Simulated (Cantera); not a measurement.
Feed: 1 mol Si, 0.23 mol O2, 8.5 mol H2, equilibrated at 2025 K and 0.100 bar.

These are equilibrium values from Cantera (NASA tables, ideal gas, pure condensed phases), not measurements of a reactor. Candidate condensed phases: H2O, Si, SiO2; 18 gas species. Gases not in the tables: Si2H6 and higher silanes. Kinetics and transport are ignored.

Base state: H2 0.942, SiO 0.0512, H 0.00591, Si 0.000582, SiH2 0.000115, SiH 0.000114 (mole fractions); condensed: Si(l).

What changes in the equilibrium state with this change: temperature from 2025 K to 2098.15 K?


```
species       before     after
----------  --------  --------
H2             0.942     0.938
SiO           0.0512    0.0510
H            0.00591   0.00943
Si          0.000582   0.00131
Si2          6.40e-6   1.70e-5
SiH         0.000114  0.000218
SiH2        0.000115  0.000169
Si(l), mol     0.533     0.524
```

What changes in the equilibrium state with this change: temperature from 2025 K to 2100 K?


```json
[
 {"species": "H2", "before": "0.942", "after": "0.938"},
 {"species": "SiO", "before": "0.0512", "after": "0.0510"},
 {"species": "H", "before": "0.00591", "after": "0.00954"},
 {"species": "Si", "before": "0.000582", "after": "0.00133"},
 {"species": "Si2", "before": "6.40e-6", "after": "1.74e-5"},
 {"species": "SiH", "before": "0.000114", "after": "0.000222"},
 {"species": "SiH2", "before": "0.000115", "after": "0.000171"},
 {"species": "Si(l), mol", "before": "0.533", "after": "0.524"}
]
```
